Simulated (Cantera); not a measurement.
Feed: 1 mol borazine, 0.77 mol O2, 12 mol H2, at 2002 °C and 0.270 Torr.

Cantera equilibrium calculation (NASA polynomials, part measured and part estimated; ideal gas, pure solids and liquids). Candidate condensed phases: B, BN, B2O3, B3O3H3, H2O; 39 gas species. The feed counts by its element totals alone. The tables' values for BH2 are old estimates; treat these amounts as uncertain. Rates play no part.

Problem. What is the equilibrium state?

Solution. 
| Quantity | Result |
|---|---|
| x(H2) | 0.518 |
| x(H) | 0.322 |
| x(N2) | 0.0684 |
| x(BO) | 0.0597 |
| x(B) | 0.0205 |
| x(HBO) | 0.00840 |
| x(B2O) | 0.00161 |
| x(BH2) | 0.000966 |
| x(BH) | 0.000264 |
| n(B(s)) | 0.946 mol |
| gas amount | 21.93 mol |
